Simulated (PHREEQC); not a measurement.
0.13 g of hydrous ferric oxide (600 m²/g; 0.2 weak and 0.005 strong sites per Fe, Dzombak-Morel constants, diffuse double layer) in 1 kg of water with 0.05 mol/kgw of an inert sodium salt and 6.4e-06 mol/kgw H3BO3, at 25 °C; the pH is set by adding NaOH or the inert anion's acid. O2 is buffered at 0.21 atm. No CO2 enters from the air. No solid was allowed to form.

The numbers come from PHREEQC with the ion-association model, wateq4f.dat.

| pH | B sorbed (%) | surface charge σ (C/m²) | surface potential ψ (mV) |
|---|---|---|---|
| 4 | 0.0 | 0.294 | 160 |
| 4.5 | 0.0 | 0.238 | 149 |
| 5.5 | 0.1 | 0.130 | 118 |
| 6 | 0.1 | 0.089 | 99 |
| 6.5 | 0.1 | 0.058 | 78 |
| 7.5 | 0.1 | 0.017 | 31 |
| 8 | 0.1 | 0.003 | 6 |
| 8.5 | 0.1 | -0.010 | -20 |
| 9.5 | 0.0 | -0.046 | -69 |
| 10 | 0.0 | -0.074 | -90 |
| 10.5 | 0.0 | -0.111 | -110 |
| 11.5 | 0.0 | -0.216 | -142 |
| 12 | 0.0 | -0.281 | -152 |

Species that the database lacks are ignored.
